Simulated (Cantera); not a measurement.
Cantera run, input and output.

```python
import numpy as np
import cantera as ct

surf = ct.Interface("diamond.yaml", "diamond_100")
gas, bulk = surf.adjacent["gas"], surf.adjacent["diamond"]
k = surf.kinetics_species_index(bulk.species_names[0])
cover = ["c6HH", "c6H*", "c6*H", "c6**", "c6HM", "c6B"]

rows, drift = [], 0.0
print(f"{'T':>10s}{'um/h':>11s}" + "".join(f"{s:>11s}" for s in cover))
for v in [925, 1000, 1075, 1150, 1225, 1300, 1375]:
    T, P, xH, xCH3 = v, 8700, 0.0026, 3.9e-05
    gas.TPX = T, P, {"H": xH, "CH3": xCH3, "CH4": 0.007, "H2": 1 - xH - xCH3 - 0.007}
    surf.TP = bulk.TP = T, P
    surf.coverages = "c6H*:0.1, c6HH:0.9"
    surf.advance_coverages(100.0)
    before = surf.coverages
    surf.advance_coverages(100.0)
    drift = max(drift, np.max(np.abs(surf.coverages - before) / (surf.coverages + 1e-9)))
    rate = surf.net_production_rates[k] * bulk.mean_molecular_weight / bulk.density * 3.6e9
    rows.append([rate, *surf[cover].coverages])
    print(f"{v:10.4g}{rate:11.4e}" + "".join(f"{x:11.3e}" for x in rows[-1][1:]))
```

Output:

```
         T       um/h       c6HH       c6H*       c6*H       c6**       c6HM        c6B
       925 1.2029e+00  6.587e-01  1.209e-02  3.099e-01  5.310e-03  1.105e-02  3.264e-09
      1000 1.6939e+00  5.918e-01  1.812e-02  3.701e-01  9.400e-03  7.701e-03  4.597e-09
      1075 1.9434e+00  5.310e-01  2.512e-02  4.218e-01  1.504e-02  4.769e-03  5.274e-09
      1150 1.5174e+00  4.779e-01  3.276e-02  4.638e-01  2.210e-02  2.081e-03  4.118e-09
      1225 8.8790e-01  4.328e-01  4.063e-02  4.952e-01  3.012e-02  6.048e-04  2.409e-09
      1300 6.2839e-01  3.958e-01  4.841e-02  5.168e-01  3.846e-02  1.488e-04  1.705e-09
      1375 5.7166e-01  3.669e-01  5.591e-02  5.304e-01  4.651e-02  3.605e-05  1.551e-09
```

Detailed kinetics in Cantera: the Harris–Goodwin 1993 mechanism for the reconstructed diamond (100) surface.
